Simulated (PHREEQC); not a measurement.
Solution (22 °C): 18 mmol/kgw Ag2SO4 and 0.38 mmol/kgw HF. Closed to the air; pH follows from the charge balance.

Equilibrium calculation in PHREEQC: ion-association model, wateq4f.dat.

The ionic strength comes out as 0.0461 mol/kgw. What activity coefficients do F-, AgSO4-, SO4-2, HSO4-, H+ get?

F- 0.82, AgSO4- 0.83, SO4-2 0.47, HSO4- 0.83, H+ 0.86.

No solid was allowed to form.
